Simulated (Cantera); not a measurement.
Gas mixture: NH₃ : CO₂ = 0.81 : 0.72 (molar parts), at 0.0138 atm, frozen composition.

Cantera's kinetic-theory transport with the Lennard-Jones parameters of GRI-Mech 3.0, ideal gas; thermal conductivity in the mixture-averaged form. Polar gases are described roughly by these parameters. The composition is frozen, though it would react at the higher temperatures.

D: mixture-averaged diffusion coefficient of that species in the mixture.

```tsv
T (K)	ρ (kg/m³)	cp (J/kg/K)	μ (µPa s)	λ (mW/m/K)	Pr	D (cm²/s) CO₂	D (cm²/s) CH₄	D (cm²/s) OH
400	0.0125	1342	17.5	34.1	0.691	20.3	24.3	35.8
650	0.00770	[?]	[?]	[?]	0.687	[?]	[?]	[?]
900	0.00556	1798	[?]	[?]	0.682	[?]	[?]	[?]
1150	0.00435	1951	43.1	124	0.680	145	159	223
1400	0.00358	2068	49.9	152	0.678	204	222	310
1650	0.00303	2159	56.1	179	0.677	271	292	408
1900	0.00263	2230	62.0	204	0.676	344	370	516
2150	0.00233	2284	67.5	228	0.675	425	455	633
2400	0.00209	2326	72.7	251	0.674	511	547	760
```

Task: Some entries are withheld; supply them.

Result: 
- 650, cp (J/kg/K): 1604
- 650, μ (µPa s): 27.2
- 650, λ (mW/m/K): 63.5
- 650, D (cm²/s) CO₂: 51.5
- 650, D (cm²/s) CH₄: 58.9
- 650, D (cm²/s) OH: 84.3
- 900, μ (µPa s): 35.6
- 900, λ (mW/m/K): 93.9
- 900, D (cm²/s) CO₂: 93.6
- 900, D (cm²/s) CH₄: 104
- 900, D (cm²/s) OH: 147
